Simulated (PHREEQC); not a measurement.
PHREEQC input (Pitzer model, pitzer.dat):

```
SOLUTION 1
  temp 25
  units mol/kgw
  pH 7 charge
  C(4) 0.0069
  K 0.3169
  Cl 0.31
END
USE solution 1
INCREMENTAL_REACTIONS false
REACTION 1
  H2O -1
  0 9.886 18.011 24.689 30.178 34.689 38.397 41.444
  43.949 46.007 47.699 49.089 50.232 51.172 51.944 52.578
  53.1 53.528 53.88 54.17 54.408 54.603 54.764 54.896
  55.005 55.094 55.168 55.228 moles
EQUILIBRIUM_PHASES 1
  Kalicinite 0 0
  Sylvite 0 0
SELECTED_OUTPUT 1
  -reset false
  -pH true
  -pe true
  -ionic_strength true
  -water true
  -activities H2O
  -totals C Cl K
  -molalities H+ K+ Cl- CO3-2 OH- HCO3- CO2
  -equilibrium_phases Kalicinite Sylvite
PRINT
  -reset false
END
```

Selected output (columns that matter, 19 of 28 rows; water left (kg) added in front):

```
water left (kg)	pH	mu	C	Cl	K	m_H+	m_K+	m_Cl-	m_OH-	m_HCO3-	la_H2O	Sylvite
1	7.9966	0.317	0.0069	0.31	0.3169	1.3307e-08	0.3169	0.31	1.3821e-06	0.0066996	-0.0044928	0
0.675514	7.9572	0.46928	0.010214	0.45891	0.46912	1.4537e-08	0.46912	0.45891	1.2867e-06	0.0099041	-0.0066155	0
0.555203	7.9364	0.57098	0.012428	0.55835	0.57078	1.5133e-08	0.57078	0.55835	1.2346e-06	0.012041	-0.008034	0
0.456313	7.9148	0.69472	0.015121	0.67936	0.69448	1.5689e-08	0.69448	0.67936	1.1792e-06	0.014639	-0.0097639	0
0.30824	7.8693	1.0285	0.022385	1.0057	1.0281	1.6572e-08	1.0281	1.0057	1.0584e-06	0.021634	-0.014463	0
0.208215	7.8209	1.5226	0.033139	1.4888	1.522	1.6893e-08	1.522	1.4888	9.2389e-07	0.031967	-0.021546	0
0.171138	7.7962	1.8524	0.040318	1.8114	1.8517	1.6721e-08	1.8517	1.8114	8.5211e-07	0.038857	-0.026378	0
0.140655	7.7717	2.2539	0.049056	2.204	2.253	1.6256e-08	2.253	2.204	7.7802e-07	0.047238	-0.032386	0
0.0950209	7.7262	3.3364	0.072616	3.2624	3.3351	1.4294e-08	3.3351	3.2624	6.268e-07	0.069857	-0.04934	0
0.0641774	7.6952	4.8508	0.10751	4.7413	4.8488	1.1189e-08	4.8488	4.7413	4.8629e-07	0.10356	-0.074992	0.0057175
0.0527552	7.6944	4.8637	0.13079	4.7305	4.8613	1.1271e-08	4.8613	4.7305	4.8386e-07	0.12599	-0.075173	0.060439
0.0433509	7.6935	4.8796	0.15917	4.7175	4.8767	1.1372e-08	4.8767	4.7175	4.8092e-07	0.15334	-0.075394	0.10549
0.0292984	7.6909	4.9225	0.23551	4.6827	4.9183	1.1646e-08	4.9183	4.6827	4.7307e-07	0.22694	-0.075986	0.1728
0.0197859	7.6872	4.9869	0.34873	4.6319	4.9806	1.206e-08	4.9806	4.6319	4.6163e-07	0.33618	-0.076861	0.21835
0.0162728	7.6847	5.0302	0.42402	4.5986	5.0226	1.2341e-08	5.0226	4.5986	4.5416e-07	0.40886	-0.077439	0.23517
0.0133722	7.6817	5.0836	0.516	4.5584	5.0744	1.2689e-08	5.0744	4.5584	4.4518e-07	0.49771	-0.078143	0.24904
0.00903028	7.6738	5.2304	0.7641	4.4531	5.2172	1.3658e-08	5.2172	4.4531	4.2174e-07	0.73766	-0.080024	0.26979
0.00609359	7.6624	5.456	1.1323	4.3048	5.4371	1.5175e-08	5.4371	4.3048	3.8899e-07	1.0946	-0.082757	0.28377
0.00501258	7.6551	5.6107	1.3765	4.2118	5.5884	1.6229e-08	5.5884	4.2118	3.6858e-07	1.3319	-0.084525	0.28889
```
